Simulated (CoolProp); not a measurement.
A single-stage vapour-compression cycle with R1233zd(E): evaporating at 326.15 K (dew point), condensing at 347.15 K (bubble point), superheat 8 K, subcooling 0 K, compressor efficiency 0.7, no pressure losses. Each further row changes one setting.

The numbers come from the reference Helmholtz-energy equation of state, Akasaka 2022 in CoolProp.

```tsv
case	cooling COP	pressure ratio	discharge temperature (K)	refrigerating effect (kJ/kg)	volumetric capacity (kJ/m³)
as stated	9.84	1.77	356.9	156	2570
evaporating temperature 331.15 K	(withheld)	1.53	(withheld)	(withheld)	3020
condensing temperature 342.15 K	(withheld)	1.55	(withheld)	163	2680
subcooling 5 K	10.3	1.77	356.9	163	2680
superheat 18 K	9.99	1.77	367.0	(withheld)	(withheld)
compressor efficiency 0.6	8.44	1.77	(withheld)	156	2570
```

Task: Complete the blanks.

Result: 
- evaporating temperature 331.15 K, cooling COP: 13.4
- evaporating temperature 331.15 K, discharge temperature (K): 356.4
- evaporating temperature 331.15 K, refrigerating effect (kJ/kg): 159
- condensing temperature 342.15 K, cooling COP: 13.2
- condensing temperature 342.15 K, discharge temperature (K): 351.6
- superheat 18 K, refrigerating effect (kJ/kg): 165
- superheat 18 K, volumetric capacity (kJ/m³): 2620
- compressor efficiency 0.6, discharge temperature (K): 359.7
